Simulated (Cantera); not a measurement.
Feed: 1 mol Si, 9.1 mol HCl, 0.32 mol N2, at 1173.15 K and 1.00 Torr.

Cantera equilibrium calculation (NASA polynomials, part measured and part estimated; ideal gas, pure solids and liquids). The tables' values for SiCl3 are old estimates; treat these amounts as uncertain. The numbers say what is thermodynamically allowed, not how fast it happens.

```csv
species,before,after
HCl,0.616,0.649
H2,0.228,0.199
SiCl4,0.107,0.106
N2,0.0378,0.0368
SiCl2,0.00347,0.00269
SiHCl3,0.000930,0.000759
SiCl3,0.00615,0.00538
```
Gas species are given as mole fractions.

Task: Name the change that produced these shifts.
A) temperature from 1173.15 K to 450 K
B) pressure from 1.00 Torr to 0.0263 Torr
C) 0.22 mol Cl2 added
D) temperature from 1173.15 K to 1450 K

Result: C, 0.22 mol Cl2 added
